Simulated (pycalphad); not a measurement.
Source of the numbers: pycalphad with the COST 507 light-alloy database (1999); pressure 1 atm. These are 1990s assessments: newer ones move some temperatures and phases. Diffusion is slow at the low end, where real alloys seldom reach equilibrium.

# Al-1.771Si-4.605C (wt.%): equilibrium cooling sequence

```json
[
 {"T (°C)": "789.4", "phases above": "AL4C3 + LIQUID", "phases below": "AL4C3 + AL8SIC7 + LIQUID"},
 {"T (°C)": "654.6", "phases above": "AL4C3 + AL8SIC7 + LIQUID", "phases below": "AL8SIC7 + FCC_A1 + LIQUID"},
 {"T (°C)": "644.2", "phases above": "AL8SIC7 + FCC_A1 + LIQUID", "phases below": "AL8SIC7 + FCC_A1"},
 {"T (°C)": "405.8", "phases above": "AL8SIC7 + FCC_A1", "phases below": "AL8SIC7 + DIAMOND_A4 + FCC_A1"}
]
```

Changes were sought between steps of 40 K, so a narrower field can be missed. At the top of the range, 1577 °C, the alloy is not yet fully liquid: it holds LIQUID + AL4C3.

Database names, with the compositions (at.%) that they take in these runs: AL4C3: Al 57 C 43; AL8SIC7: Al 50 C 44 Si 6. FCC_A1 is fcc; DIAMOND_A4 is diamond (Si).
